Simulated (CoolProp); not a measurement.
Vapour-liquid equilibrium of R134a (1) + R152A (2) at 19.65 °C; x and y are mole fractions of (1).

Model: multi-fluid Helmholtz-energy mixture model, Tillner-Roth 1994 and Outcalt 1996; pair parameters Lemmon 2004, in CoolProp.

Question: Give the bubble pressure and the first vapour's composition at x = 0.05, 0.35, 0.5. Is there an azeotrope?

Answer: x = 0.05: 0.5079 MPa, y = 0.051; x = 0.35: 0.5162 MPa, y = 0.366; x = 0.5: 0.5240 MPa, y = 0.523. No azeotrope shows between x = 0.05 and 0.95.

The pair parameters rest on a limited set of measurements; away from them the model extrapolates.
